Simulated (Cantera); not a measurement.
What does this Cantera script print?

```python
import numpy as np
import cantera as ct

gas_names = """
    C CH CH2 CH3 CH2OH CH3O CH4 CH3OH CO COS CO2 COOH CS CS2 C2 C2H CHCO,ketyl C2H2,acetylene
    C2H2,vinylidene CH2CO,ketene C2H3,vinyl CH3CO,acetyl C2H4 C2H4O,ethylen CH3CHO,ethanal CH3COOH
    (HCOOH)2 C2H5 C2H6 CH3OCH3 C2H5OH C2O C3 C3H3,propargyl C3H4,allene C3H4,propyne C3H4,cyclo-
    C3H5,allyl C3H6,propylene C3H6,cyclo- C3H6O C3H7,n-propyl C3H7,i-propyl C3H8 C3H8O,1propanol
    C3H8O,2propanol C3O2 C4 C4H2 C4H4,1,3-cyclo- C4H6,butadiene C4H6,2-butyne C4H6,cyclo- C4H8,1-butene
    C4H8,cis2-buten C4H8,tr2-butene C4H8,isobutene C4H8,cyclo- (CH3COOH)2 C4H9,n-butyl C4H9,i-butyl
    C4H9,s-butyl C4H9,t-butyl C4H10,isobutane C4H10,n-butane C5 C5H6,1,3cyclo- C5H8,cyclo-
    C5H10,1-pentene C5H10,cyclo- C5H11,pentyl C5H11,t-pentyl C5H12,n-pentane C5H12,i-pentane
    CH3C(CH3)2CH3 C6H2 C6H5,phenyl C6H5O,phenoxy C6H6 C6H5OH,phenol C6H10,cyclo- C6H12,1-hexene
    C6H12,cyclo- C6H13,n-hexyl C7H7,benzyl C7H8 C7H8O,cresol C7H14,1-heptene C7H15,n-heptyl
    C7H16,n-heptane C8H8,styrene C8H10,ethylbenz C8H16,1-octene C8H17,n-octyl C8H18,isooctane
    C8H18,n-octane C9H19,n-nonyl C10H8,naphthale C10H21,n-decyl C12H9,o-bipheny C12H10,bipheny Fe FeC5O5
    FeO Fe(OH)2 H HCO HO2 H2 HCHO,formaldehy HCOOH H2O H2O2 H2S H2SO4 O OH O2 O3 S SH SO SO2 SO3 S2 S2O
    S8
""".split()
cond_names = """
    C(gr) C6H6(L) C7H8(L) C8H18(L),n-octa Fe(a) Fe(c) Fe(d) Fe(L) FeC5O5(L) FeO(s) FeO(L) Fe(OH)2(s)
    Fe(OH)3(s) FeS(a) FeS(b) FeS(c) FeS(L) FeSO4(s) FeS2(s) Fe2O3(s) Fe2S3O12(s) Fe3O4(s) H2O(s) H2O(L)
    H2SO4(L) S(cr1) S(cr2) S(L)
""".split()


def load(file, names, dense=False):
    # The tables refer to 1 bar. Condensed volumes are neglected.
    table = {s.name: s for s in ct.Species.list_from_file(file)}
    out = []
    for n in names:
        d = dict(table[n].input_data)
        d["thermo"] = dict(d["thermo"], **{"reference-pressure": 1e5})
        if dense:
            d["equation-of-state"] = {"model": "constant-volume", "density": "1e6 g/cm^3"}
        out.append(ct.Species.from_dict(d))
    return out


gas = ct.Solution(thermo="ideal-gas", species=load("nasa_gas.yaml", gas_names))
cond = {s.name: ct.Solution(thermo="fixed-stoichiometry", species=[s], name=s.name)
        for s in load("nasa_condensed.yaml", cond_names, dense=True)}
atoms = {
    'Fe': {'Fe': 1},
    'H2S': {'H': 2, 'S': 1},
    'CO': {'C': 1, 'O': 1},
}
top_T = {'C(gr)': 4500, 'FeSO4(s)': 950, 'FeS2(s)': 1010, 'Fe2O3(s)': 1830, 'Fe2S3O12(s)': 1100, 'Fe3O4(s)': 1870}  # K; cautious upper limits of use, not melting points


def equilibrate(T, P, feed):
    n = {}
    for name, mol in feed.items():
        for a, k in atoms[name].items():
            n[a] = n.get(a, 0.0) + k * mol
    gas.TPX = T, P, n
    mass = sum(n.values()) * gas.mean_molecular_weight
    gas.equilibrate("TP")
    valid = [c for c in cond.values() if c.min_temp <= T <= top_T.get(c.name, c.max_temp)]
    mix = ct.Mixture([(gas, mass / gas.mean_molecular_weight)] + [(c, 0.0) for c in valid])
    mix.T, mix.P = T, P
    mix.equilibrate("TP", solver="vcs", rtol=1e-11, max_steps=5000)
    return mix


results = []
feed = {'Fe': 1, 'H2S': 0.8, 'CO': 75}  # mol
P = 23  # Pa
for T in [773, 848, 923, 998, 1073, 1148, 1223, 1298, 1373, 1448, 1523]:
    mix = equilibrate(T, P, feed)
    results.append((T, P, feed, dict(zip(mix.species_names, mix.species_moles))))
    x = sorted(zip(gas.X, gas.species_names), reverse=True)
    print(f"T = {T:g} K  P = {P:g} Pa  gas = {mix.phase_moles(0):.4g} mol")
    print("   x: " + "  ".join(f"{s} {v:.3e}" for v, s in x if v > 0.001))
    print("   condensed (mol): " + ("  ".join(f"{mix.phase(i).name} {mix.phase_moles(i):.4g}"
          for i in range(1, mix.n_phases) if mix.phase_moles(i) > 1e-12) or "none"))
```

It prints:

```
T = 773 K  P = 23 Pa  gas = 72.21 mol
   x: CO 9.394e-01  CO2 4.957e-02  H2 1.096e-02
   condensed (mol): C(gr) 3.587  Fe(a) 0.2003  FeS(c) 0.7997
T = 848 K  P = 23 Pa  gas = 75.42 mol
   x: CO 9.843e-01  H2 1.059e-02  CO2 5.084e-03
   condensed (mol): C(gr) 0.3847  Fe(a) 0.2009  FeS(c) 0.7991
T = 923 K  P = 23 Pa  gas = 75.75 mol
   x: CO 9.887e-01  H2 1.055e-02
   condensed (mol): C(gr) 0.054  Fe(a) 0.2018  FeS(c) 0.7982
T = 998 K  P = 23 Pa  gas = 75.79 mol
   x: CO 9.893e-01  H2 1.054e-02
   condensed (mol): C(gr) 0.01  Fe(a) 0.2038  FeS(c) 0.7962
T = 1073 K  P = 23 Pa  gas = 75.8 mol
   x: CO 9.893e-01  H2 1.053e-02
   condensed (mol): C(gr) 0.0004091  Fe(a) 0.2106  FeS(c) 0.7894
T = 1148 K  P = 23 Pa  gas = 75.8 mol
   x: CO 9.892e-01  H2 1.052e-02
   condensed (mol): Fe(a) 0.2229  FeS(c) 0.7771
T = 1223 K  P = 23 Pa  gas = 75.82 mol
   x: CO 9.889e-01  H2 1.049e-02
   condensed (mol): Fe(c) 0.2702  FeS(c) 0.7298
T = 1298 K  P = 23 Pa  gas = 75.93 mol
   x: CO 9.873e-01  H2 1.044e-02  S2 1.700e-03
   condensed (mol): Fe(c) 0.4997  FeS(c) 0.5
T = 1373 K  P = 23 Pa  gas = 76.18 mol
   x: CO 9.840e-01  H2 1.038e-02  S2 4.918e-03
   condensed (mol): Fe(c) 0.9974
T = 1448 K  P = 23 Pa  gas = 76.21 mol
   x: CO 9.838e-01  H2 1.037e-02  S2 4.963e-03
   condensed (mol): Fe(c) 0.9842
T = 1523 K  P = 23 Pa  gas = 76.29 mol
   x: CO 9.829e-01  H2 1.031e-02  S2 4.926e-03  Fe 1.055e-03
   condensed (mol): Fe(c) 0.9195
```

Equilibrium computed with Cantera from the NASA thermochemical tables; the gas is ideal and each condensed phase is pure. Metal and sulfide melt together well below either melting point, which pure phases cannot show. Mutual solubility and eutectic melting of coexisting phases are not modelled. FeS: taken at fixed stoichiometry. Condensed phases not in the tables: cementite and carbon dissolved in iron. Gases not in the tables: S3 to S7.
